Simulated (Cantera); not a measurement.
A closed system holds: 1 mol V₂O₅, 0.6 mol H₂, 13 mol N₂, at 0.133 bar.

Cantera equilibrium calculation (NASA polynomials, part measured and part estimated; ideal gas, pure solids and liquids). Candidate condensed phases: H₂O, V, VN, VO, V₂O₃, V₂O₄, V₂O₅; 28 gas species. Condensed phases not in the tables: the oxides between V₂O₃ and V₂O₅ other than VO₂. Rates play no part.

At 2050 K, list the 6 most abundant gas species with their mole fractions, and the condensed phases.

N₂ 0.934, H₂O 0.0420, O₂ 0.0130, VO₂ 0.00596, NO 0.00237, OH 0.00139. Condensed: V₂O₄(l).
